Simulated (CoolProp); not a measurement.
Properties of R1234ze(E) at several states (Tc = 382.5 K, pc = 3635 kPa, ω = 0.313).

Computed with CoolProp (reference Helmholtz-energy equation of state, Thol 2016).

```csv
T (K),p (kPa),phase,Z,cp (kJ/(kg K)),cv (kJ/(kg K)),Joule-Thomson coefficient (K/MPa),viscosity (µPa s),Prandtl number
174,1870,liquid,___,1.216,0.8255,-0.3910,___,16.1
304.3,13500,liquid,0.5065,1.322,___,-0.2100,222,3.64
314.6,4720,liquid,0.1819,1.399,0.9335,-0.05002,169,3.28
327.3,308,gas,___,0.9546,0.8599,15.81,13.6,0.804
251.9,24.9,gas,0.9897,0.8051,___,32.53,10.4,0.833
```

Question: Some entries are withheld; supply them.

Answer: 
- 174, Z: 0.09823
- 174, viscosity (µPa s): 1640
- 304.3, cv (kJ/(kg K)): 0.9220
- 327.3, Z: 0.9466
- 251.9, cv (kJ/(kg K)): 0.7285

Viscosity comes from a separate model (Bell 2016), an estimate that may be off by 10 % or more. Thermal conductivity comes from a separate model (Perkins 2011).
